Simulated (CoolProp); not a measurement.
The numbers come from the reference Helmholtz-energy equation of state, Lemmon 2006 in CoolProp. It is a short technical equation, of lower accuracy than the large ones.

Question: Give the vapour pressure (kPa), liquid density (kg/m³), enthalpy of vaporisation (kJ/kg), liquid viscosity (µPa s) of saturated toluene at 322, 352.4, 474.1 K.

Answer: 
| T (K) | p (kPa) | liquid density (kg/m³) | enthalpy of vaporisation (kJ/kg) | liquid viscosity (µPa s) |
|---|---|---|---|---|
| 322 | 11.7 | 840 | 399 | 424 |
| 352.4 | 37.9 | 811 | 381 | 319 |
| 474.1 | 763 | 675 | 290 | 137 |

Viscosity comes from a separate model (Avgeri 2015).
